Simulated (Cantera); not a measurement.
# Equilibrium for silicon carbide growth: SiCl4 + C2H4 + H2

Charge: 1 mol SiCl4, 0.01 mol C2H4, a varied amount of H2, held at 1023.15 K and 0.00140 bar.

These are equilibrium values from Cantera (NASA tables, ideal gas, pure condensed phases), not measurements of a reactor. Candidate condensed phases: C, C6H6, C7H8, C8H18, Si, SiC; 109 gas species. Mutual solubility and eutectic melting of coexisting phases are not modelled. The tables' values for SiCl3 are old estimates; treat these amounts as uncertain. Kinetics and transport are ignored.

From 49 mol H2 to 1000 mol H2 the condensed part is Si(s) + SiC(s). The main Si-bearing gas is SiCl4 at 49 mol H2 and SiCl2 at 1000 mol H2. The share of Si in condensed phases is highest at 1000 mol H2 (96.9 %) and lowest at 49 mol H2 (38.1 %).

```tsv
n(H2) (mol)	x H2	x HCl	x SiCl4	x SiCl2	x SiHCl3	n Si(s)	n SiC(s)
49	0.950	0.0381	0.00706	0.00271	0.00149	0.361	0.0200
65	0.958	0.0337	0.00426	0.00211	0.00103	0.442	0.0200
86	0.965	0.0294	0.00242	0.00159	0.000675	0.529	0.0200
110	0.971	0.0256	0.00139	0.00120	0.000445	0.608	0.0200
150	0.977	0.0210	0.000621	0.000805	0.000245	0.701	0.0200
200	0.982	0.0170	0.000266	0.000526	0.000130	0.776	0.0200
260	0.986	0.0138	0.000113	0.000343	6.84e-5	0.830	0.0200
340	0.989	0.0109	4.42e-5	0.000214	3.39e-5	0.872	0.0200
450	0.991	0.00845	1.58e-5	0.000128	1.57e-5	0.903	0.0200
590	0.993	0.00654	5.64e-6	7.66e-5	7.25e-6	0.924	0.0200
780	0.995	0.00500	1.92e-6	4.47e-5	3.23e-6	0.939	0.0200
1000	0.996	0.00393	7.27e-7	2.75e-5	1.56e-6	0.949	0.0200
```
x: gas mole fraction; n: condensed amount in mol.
